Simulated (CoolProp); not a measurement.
Vapour-liquid equilibrium of isopentane (1) + toluene (2) at 0.344 bar; x and y are mole fractions of (1).

Values from CoolProp's multi-fluid Helmholtz-energy mixture model, Lemmon 2006 and Lemmon 2006; pair parameters Bell 2016.

```
x     bubble temperature, mixture model (°C)  bubble temperature, Raoult's law (°C)  y, mixture model  y, Raoult's law
----  --------------------------------------  -------------------------------------  ----------------  ---------------
0.05                                    59.3                                   62.8             0.498            0.428
0.2                                     30.4                                   38.2             0.881            0.831
0.35                                    17.7                                   24.8             0.949            0.929
0.5                                     11.0                                   16.2             0.971            0.966
0.65                                     7.0                                    9.9             0.981            0.983
0.8                                      3.9                                    5.0             0.989            0.993
0.95                                     1.0                                    1.1             0.997            0.999
```

The largest gap from Raoult's law is -7.8 K in bubble temperature, at x = 0.2. No azeotrope shows between x = 0.05 and 0.95.

Pair parameters are fitted to limited data, so mixtures are less certain than the pure fluids.
